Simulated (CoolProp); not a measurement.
Properties of toluene along the isotherm 359 K.

Values from CoolProp's reference Helmholtz-energy equation of state, Lemmon 2006. It is a short technical equation, of lower accuracy than the large ones.

```json
[
 {"p (MPa)": "4.58", "phase": "liquid", "density (kg/m³)": "809.2", "speed of sound (m/s)": "1086", "expansivity (1/kK)": "1.178", "conductivity (mW/(m K))": "116", "Prandtl number": "5.17", "fugacity coefficient": "0.01202"},
 {"p (MPa)": "9.17", "phase": "liquid", "density (kg/m³)": "814.2", "speed of sound (m/s)": "1115", "expansivity (1/kK)": "1.132", "conductivity (mW/(m K))": "118", "Prandtl number": "5.26", "fugacity coefficient": "0.007149"},
 {"p (MPa)": "13.8", "phase": "liquid", "density (kg/m³)": "818.9", "speed of sound (m/s)": "1143", "expansivity (1/kK)": "1.091", "conductivity (mW/(m K))": "119", "Prandtl number": "5.36", "fugacity coefficient": "0.005659"},
 {"p (MPa)": "18.3", "phase": "liquid", "density (kg/m³)": "823.3", "speed of sound (m/s)": "1169", "expansivity (1/kK)": "1.056", "conductivity (mW/(m K))": "121", "Prandtl number": "5.46", "fugacity coefficient": "0.005054"},
 {"p (MPa)": "22.9", "phase": "liquid", "density (kg/m³)": "827.5", "speed of sound (m/s)": "1194", "expansivity (1/kK)": "1.023", "conductivity (mW/(m K))": "123", "Prandtl number": "5.56", "fugacity coefficient": "0.004797"},
 {"p (MPa)": "27.5", "phase": "liquid", "density (kg/m³)": "831.6", "speed of sound (m/s)": "1218", "expansivity (1/kK)": "0.9934", "conductivity (mW/(m K))": "125", "Prandtl number": "5.66", "fugacity coefficient": "0.004740"},
 {"p (MPa)": "32.1", "phase": "liquid", "density (kg/m³)": "835.5", "speed of sound (m/s)": "1241", "expansivity (1/kK)": "0.9664", "conductivity (mW/(m K))": "126", "Prandtl number": "5.76", "fugacity coefficient": "0.004815"},
 {"p (MPa)": "36.7", "phase": "liquid", "density (kg/m³)": "839.2", "speed of sound (m/s)": "1264", "expansivity (1/kK)": "0.9416", "conductivity (mW/(m K))": "128", "Prandtl number": "5.86", "fugacity coefficient": "0.004990"},
 {"p (MPa)": "41.3", "phase": "liquid", "density (kg/m³)": "842.8", "speed of sound (m/s)": "1285", "expansivity (1/kK)": "0.9187", "conductivity (mW/(m K))": "129", "Prandtl number": "5.96", "fugacity coefficient": "0.005250"}
]
```

Viscosity comes from a separate model (Avgeri 2015). Thermal conductivity comes from a separate model (Assael 2012).
